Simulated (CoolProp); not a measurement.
Vapour-liquid equilibrium of fluoroethane (R161) (1) + R134a (2) at -78.55 °C; x and y are mole fractions of (1).

Computed with CoolProp (multi-fluid Helmholtz-energy mixture model, Wu 2012 and Tillner-Roth 1994; pair parameters Bell 2016).

Task: Give the bubble pressure and the first vapour's composition at x = 0.35, 0.65, 0.8. Is there an azeotrope?

Result: x = 0.35: 0.005782 MPa, y = 0.542; x = 0.65: 0.007478 MPa, y = 0.818; x = 0.8: 0.008401 MPa, y = 0.911. No azeotrope shows between x = 0.05 and 0.95.

Pair parameters are fitted to limited data, so mixtures are less certain than the pure fluids.
